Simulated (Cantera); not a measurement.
A perfectly stirred reactor is fed with N2O : O2 = 1 : 0.84 (molar parts), at 100.0 Torr; it is held at 1275 K, and followed from long to short residence time.

Model: GRI-Mech 3.0 (53 species, 325 reactions), integrated in Cantera. GRI-Mech 3.0 was tuned for natural gas; its chemistry of N2O as a main component is partial and can be far from experiment. The mechanism lacks the step 2 NO + O2 → 2 NO2, which can matter for NO2 below about 1400 K. The temperature is held fixed by assumption; the heat of reaction is taken as removed at once.

```
quantity                before     after
---------------------  -------  --------
x(N2O) at τ = 0.350 s    0.478     0.536
x(O2) at τ = 0.350 s     0.467     0.458
x(O) at τ = 0.350 s    5.39e-6   5.46e-6
x(NO) at τ = 0.350 s   0.00707  0.000804
x(NO2) at τ = 0.350 s  9.93e-6   1.53e-7
x(N2O) at τ = 46.0 ms    0.534     0.542
x(O2) at τ = 46.0 ms     0.458     0.457
x(O) at τ = 46.0 ms    5.42e-6   5.39e-6
x(NO) at τ = 46.0 ms   0.00104  0.000106
x(NO2) at τ = 46.0 ms  9.23e-7   4.72e-9
```

Task: What was changed between the two runs?
A. O2 0.84 to 6.1 parts
B. O2 0.84 to 1.8 parts
C. pressure from 100.0 Torr to 10.00 Torr
D. pressure from 100.0 Torr to 82.5 Torr

Result: C, pressure from 100.0 Torr to 10.00 Torr
